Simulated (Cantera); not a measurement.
Cantera with NASA thermochemical tables; ideal gases at 1 bar, condensed phases pure. Values are per mole of reaction as written; species without (g) are pure solids or liquids, kept so even where they would boil at 1 bar.

3 O2(g) + 2 N2O(g) ⇌ 4 NO2(g)

| T (K) | ΔH° (kJ) | ΔS° (J/K) | ΔG° (kJ) | log10 K |
|---|---|---|---|---|
| 300 | -26.5 | -94.9 | 2.0 | -0.35 |
| 425 | (withheld) | (withheld) | (withheld) | (withheld) |
| 450 | -28.7 | -100.9 | 16.7 | -1.94 |
| 475 | (withheld) | (withheld) | (withheld) | (withheld) |
| 500 | -29.2 | -102.1 | 21.8 | -2.28 |
| 525 | -29.5 | -102.6 | 24.4 | -2.43 |
| 550 | -29.7 | -103.0 | 26.9 | -2.56 |
| 575 | -29.9 | -103.4 | 29.5 | -2.68 |
| 600 | -30.1 | -103.7 | 32.1 | -2.80 |

Question: Fill in the missing entries.

Answer: 
- 425, ΔH° (kJ): -28.3
- 425, ΔS° (J/K): -100.2
- 425, ΔG° (kJ): 14.2
- 425, log10 K: -1.75
- 475, ΔH° (kJ): -29.0
- 475, ΔS° (J/K): -101.5
- 475, ΔG° (kJ): 19.3
- 475, log10 K: -2.12
